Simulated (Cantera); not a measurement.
Gas mixture: 15.5 % O₂, 84.5 % NO, at 1350 Torr, frozen composition.

Cantera's kinetic-theory transport with the Lennard-Jones parameters of GRI-Mech 3.0, ideal gas; thermal conductivity in the mixture-averaged form. The composition is frozen, though it would react at the higher temperatures.

One state of this run: ρ (kg/m³) = 0.820; cp (J/kg/K) = 1086; μ (µPa s) = 37.7; λ (mW/m/K) = 57.9; Pr = 0.708; D (cm²/s) H₂ = 2.28; D (cm²/s) O = 0.962; D (cm²/s) CH₃ = 0.686. D: mixture-averaged diffusion coefficient of that species in the mixture.

Q: Which value of T (K) does it belong to?
A. 1200
B. 800
C. 1600
D. 1000

A: B, 800
